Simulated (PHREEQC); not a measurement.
## Leach liquor: an equilibrium model

Make-up at 78 °C: 0.0052 mol H2SO4, 0.00027 mol FeSO4 and 0.038 mol Na2SO4 per kg of water. Closed to the air; pH follows from the charge balance.

Model: ion-association model, phreeqc.dat, run in PHREEQC.

Each row changes one thing in this solution. Precipitation was switched off in this run.

| case | pH | ionic strength (mol/kgw) | SO4-2 (mol/kgw) | HSO4- (mol/kgw) |
|---|---|---|---|---|
| as made | 2.78 | 0.104 | 0.0302 | 0.00833 |
| temperature from 78 to 30 °C | 2.44 | 0.109 | 0.0330 | 0.00600 |
| H2SO4 left out | 6.47 | 0.104 | 0.0330 | 1.85e-6 |
| temperature from 78 to 40 °C | 2.50 | 0.108 | 0.0323 | 0.00650 |
| FeSO4 left out | 2.78 | 0.103 | 0.0301 | 0.00833 |
| temperature from 78 to 55 °C | 2.59 | 0.106 | 0.0314 | 0.00727 |
| Na2SO4 left out | 2.20 | 0.00957 | 0.00199 | 0.00341 |
| Na2SO4 from 0.038 to 0.019 mol/kgw | 2.60 | 0.0552 | 0.0154 | 0.00743 |

Away from 25 °C the constants follow the database's enthalpies or fits; those with neither stay at their 25 °C values.
